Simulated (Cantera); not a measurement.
An isothermal, constant-pressure homogeneous reactor starts with H2 : O2 = 0.061 : 1 (molar parts), equivalence ratio 0.030, at 1375 K and 1.13 Torr.

Cantera simulation using GRI-Mech 3.0 (53 species, 325 reactions); the numbers are that mechanism's predictions, not measurements. Radical loss at walls, strong at low pressure, is not modelled. The temperature is held fixed by assumption; the heat of reaction is taken as removed at once.

x: mole fraction; the columns are a selection and need not sum to one.

```
t (s)         x H2   x O2       x O      x OH    x H2O2     x HO2
--------  --------  -----  --------  --------  --------  --------
7.00e-6     0.0575  0.943  1.23e-11  1.22e-11    <1e-12  7.01e-10
2.83e-5     0.0575  0.943  1.92e-10  1.90e-10    <1e-12   2.83e-9
0.000114    0.0575  0.943   2.70e-9   2.62e-9  1.32e-12   1.14e-8
0.000461    0.0575  0.943   3.06e-8   2.75e-8  2.12e-11   4.62e-8
0.00186     0.0575  0.943         ?         ?  3.33e-10         ?
0.00752     0.0542  0.940         ?         ?         ?         ?
0.0304     0.00110  0.894    0.0413   0.00631   7.74e-9   2.60e-7
0.123      0.00108  0.895    0.0405   0.00626   7.73e-9   2.59e-7
0.495      0.00101  0.898    0.0377   0.00608   7.69e-9   2.55e-7
2.00      0.000787  0.909    0.0284   0.00539   7.44e-9   2.38e-7
```

Question: What belongs in the gaps?

Answer: 
- 0.00186, x O: 5.51e-7
- 0.00186, x OH: 4.47e-7
- 0.00186, x HO2: 1.86e-7
- 0.00752, x O: 0.00158
- 0.00752, x OH: 0.00123
- 0.00752, x H2O2: 3.04e-9
- 0.00752, x HO2: 3.75e-7
